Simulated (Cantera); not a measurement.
# Pyrogenic steam for wet oxidation

An isothermal, constant-pressure homogeneous reactor starts with 28.3 % H2, 16.7 % O2, 55.0 % N2, equivalence ratio 0.85, at 875 K and 0.138 atm.

Cantera simulation using GRI-Mech 3.0 (53 species, 325 reactions); the numbers are that mechanism's predictions, not measurements. Radical loss at walls, strong at low pressure, is not modelled. Below about 950 K walls govern HO2 and H2O2 in real vessels. The temperature is held fixed by assumption; the heat of reaction is taken as removed at once.

```csv
t (s),x H2,x O2,x NO,x OH,x H2O2,x HO2
0.000400,0.283,0.167,<1e-12,2.20e-12,<1e-12,9.54e-11
0.00103,0.283,0.167,<1e-12,6.29e-11,2.48e-12,2.35e-9
0.00265,0.283,0.167,<1e-12,3.18e-7,1.85e-8,7.80e-6
0.00684,0.0359,0.0466,2.29e-7,0.000137,6.25e-7,2.27e-5
0.0176,0.0198,0.0387,2.30e-7,9.69e-6,1.76e-6,1.89e-5
0.0454,0.0179,0.0378,1.74e-7,1.76e-7,9.79e-6,1.54e-5
0.117,0.0178,0.0378,7.02e-8,1.63e-8,1.78e-5,7.75e-6
0.301,0.0177,0.0377,8.83e-8,2.85e-8,2.78e-5,9.12e-6
0.776,0.0170,0.0374,1.18e-7,6.75e-8,5.32e-5,1.16e-5
2.00,0.0145,0.0361,1.24e-7,8.92e-8,6.34e-5,1.18e-5
```
x: mole fraction; the columns are a selection and need not sum to one.

Equilibrium at this temperature and pressure: H2 6.48e-12, O2 0.0291, NO 2.20e-6, OH 1.28e-8, H2O2 9.57e-12, HO2 2.40e-11 (gas phase only).
